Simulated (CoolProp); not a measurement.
Aqueous calcium chloride as a coolant, 30 % by mass, freezing at -48.0 °C, 1 atm.

Model: Melinder's fits for secondary coolants, in CoolProp.

```
T (°C)  conductivity (W/(m K))  Prandtl number  viscosity (mPa s)  density (kg/m³)
------  ----------------------  --------------  -----------------  ---------------
-16.9                    0.509            51.8               9.85             1300
-12.4                    0.516            43.3               8.30             1298
-7.8                     0.522            36.6               7.08             1296
-3.2                     0.528            31.4               6.12             1293
1.4                      0.535            27.2               5.36             1291
6                        0.541            23.9               4.74             1289
10.5                     0.548            21.3               4.24             1286
15.1                     0.554            19.0               3.82             1284
19.7                     0.560            17.1               3.46             1281
24.3                     0.567            15.5               3.15             1279
28.9                     0.573            14.0               2.88             1277
33.5                     0.579            12.8               2.63             1274
```
